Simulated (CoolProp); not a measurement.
Model: reference Helmholtz-energy equation of state, Span 2000, in CoolProp.

### Question
For nitrogen, give the phase and the cv (kJ/(kg K)), conductivity (mW/(m K)) at 145 K and 1.01 bar.

### Answer
- 145 K and 1.01 bar: gas; cv 0.744, conductivity 13.6

Thermal conductivity comes from a separate model (Lemmon 2004).
